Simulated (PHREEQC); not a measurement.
## Spent oxide etchant: speciation

Consider water at 25 °C with 0.0011 mol/kgw HF, 0.0095 mol/kgw H2SiF6, 0.026 mol/kgw H3AsO4 and 0.0021 mol/kgw HCl. Closed to the air; pH follows from the charge balance.

Equilibrium calculation in PHREEQC: ion-association model, wateq4f.dat.

Each row changes one thing in this solution. No solid was allowed to form.

```csv
case,pH,ionic strength (mol/kgw),H3AsO4 (mol/kgw),H2AsO4- (mol/kgw),HF (mol/kgw),F- (mol/kgw)
as made,1.66,0.0341,0.0204,0.00556,0.00524,0.000191
HF left out,1.66,0.0337,0.0204,0.00560,0.00505,0.000186
H2SiF6 left out,1.99,0.0113,0.0168,0.00916,0.00102,7.40e-5
diluted 100-fold with water,3.25,0.000575,2.55e-5,0.000235,0.000261,0.000319
0.0092 mol/kgw H3PO4 added,1.62,0.0361,0.0207,0.00526,0.00534,0.000182
```

Complexes and solids missing from the database can't appear. Some of these states are supersaturated (in Quartz (slow to form), Chalcedony (slow to form), for instance). H3PO4, which wateq4f.dat lacks, is added to it with the constant of phreeqc.dat. SiF6-2 is the database's only silicon fluoride.
